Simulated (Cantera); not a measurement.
Feed: 1 mol TiCl4, 5.4 mol H2, held at 802 °C and 1.00 bar.

Equilibrium computed with Cantera from the NASA thermochemical tables; the gas is ideal and each condensed phase is pure. Candidate condensed phases: Ti, TiCl2, TiCl3, TiCl4; 10 gas species. Rates play no part.

Base state: H2 0.820, TiCl4 0.128, HCl 0.0262, TiCl3 0.0262 (mole fractions); condensed: gas only.

Question: What changes in the equilibrium state with this change: pressure from 1.00 bar to 13.3 mbar?

Answer: 
```csv
species,before,after
H2,0.820,0.785
TiCl4,0.128,0.0881
HCl,0.0262,0.0632
TiCl3,0.0262,0.0632
```
